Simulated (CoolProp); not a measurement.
Saturated liquid density (kg/m³) of carbon dioxide: the reference equation beside estimates from Tc = 304.1 K, pc = 73.77 bar, ω = 0.224.

Computed with CoolProp (reference Helmholtz-energy equation of state, Span 1996).

```tsv
T (K)	reference	van der Waals	Peng-Robinson
228.8	1133	697.6	1178
234	1113	685.2	1154
239.3	1092	672.1	1128
244.5	1070	658.6	1100
249.8	1047	644.2	1071
255	1023	629.3	1040
260.3	997.4	613.2	1006
265.5	970.6	596.5	969.8
270.7	941.8	578.5	930.9
276	909.9	558.7	887.4
281.2	875.2	537.3	840.1
286.5	835.1	512.9	785.7
291.7	788.3	485.0	723.6
```

Absolute difference from the reference over all 13 rows, mean and median: van der Waals 38.5 and 38.5 %, Peng-Robinson 3.1 and 2.8 %.
